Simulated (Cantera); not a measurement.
A closed system holds: 1 mol B₂H₆, 49 mol H₂, equilibrated at 1.33 mbar.

Equilibrium computed with Cantera from the NASA thermochemical tables; the gas is ideal and each condensed phase is pure. Candidate condensed phases: B; 7 gas species. The feed counts by its element totals alone. The tables' values for BH₂ are old estimates; treat these amounts as uncertain. Rates play no part. All values below are at 1325 °C.

Base state: H₂ 0.999, H 0.00146, BH₂ 2.55e-5 (mole fractions); condensed: B(s).

### Question
What changes in the equilibrium state with this change: pressure from 1.33 mbar to 0.133 bar?

### Answer
```tsv
species	before	after
H₂	0.999	1.000
H	0.00146	0.000146
BH₂	2.55e-5	2.56e-5
B(s), mol	2.00	2.00
```
